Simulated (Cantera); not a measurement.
A closed system holds: 1 mol Fe2O3, 0.83 mol H2, 73 mol N2, held at 1.00 bar.

Method: chemical equilibrium by Gibbs-energy minimisation in Cantera with the NASA 1993 tables (ideal gas, pure condensed phases). Candidate condensed phases: Fe, FeO, Fe(OH)2, Fe(OH)3, Fe2O3, Fe3O4, H2O; 27 gas species. Mutual solubility and eutectic melting of coexisting phases are not modelled. The tables' stoichiometric FeO is somewhat more stable than real wüstite, so its field is too wide. FeO: taken at fixed stoichiometry. The numbers say what is thermodynamically allowed, not how fast it happens.

Question: At 1175 K, list the 3 most abundant gas species with their mole fractions, and the condensed phases.

Answer: N2 0.989, H2O 0.0108, H2 0.000459. Condensed: FeO(s) + Fe3O4(s).
